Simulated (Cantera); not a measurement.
**Diamond growth**

A diamond (100) surface in a fixed gas of H2 with x(CH4) = 0.0027, x(H) = 0.0013, x(CH3) = 0.00013, at 1150 K; coverages are run to steady state.

Computed with Cantera and the Harris–Goodwin 1993 mechanism for the reconstructed diamond (100) surface.

```tsv
P (Pa)	growth (µm/h)	θ c6HH	θ c6H*	θ c6*H	θ c6**	θ c6HM
1400	0.175	0.485	0.0324	0.459	0.0198	0.00187
2200	0.355	0.484	0.0323	0.458	0.0198	0.00283
3200	0.648	0.483	0.0323	0.457	0.0197	0.00393
4800	1.25	0.482	0.0322	0.456	0.0197	0.00550
7200	2.41	0.481	0.0321	0.455	0.0196	0.00749
11000	4.71	0.479	0.0320	0.453	0.0195	0.00999
16000	8.33	0.477	0.0319	0.451	0.0195	0.0124
24000	14.9	0.475	0.0317	0.449	0.0194	0.0152
```
θ: site fractions in the mechanism's names (c6HH fully hydrogenated, c6H* and c6*H radical sites, c6** diradical, c6HM methylated).
